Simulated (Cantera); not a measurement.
## Boron, boron nitride and boron oxide: B + H2O + H2

Charge: 1 mol B, 0.059 mol H2O, 1.2 mol H2, at 1048 K and 1330 Pa.

Method: chemical equilibrium by Gibbs-energy minimisation in Cantera with the NASA 1993 tables (ideal gas, pure condensed phases). Candidate condensed phases: B, B2O3, B3O3H3, H2O; 23 gas species. Mutual solubility and eutectic melting of coexisting phases are not modelled. Equilibrium is a limit: real reactors are often held back by kinetics, nucleation or transport.

| Quantity | Value |
|---|---|
| x(H2) | 0.999 |
| x(B3O3H3) | 0.000732 |
| x(HBO) | 2.50e-5 |
| n(B(s)) | 0.960 mol |
| n(B2O3(l)) | 0.0187 mol |
| gas amount | 1.259 mol |
| log10 activity of B3O3H3(s) (absent) | -8.75 |
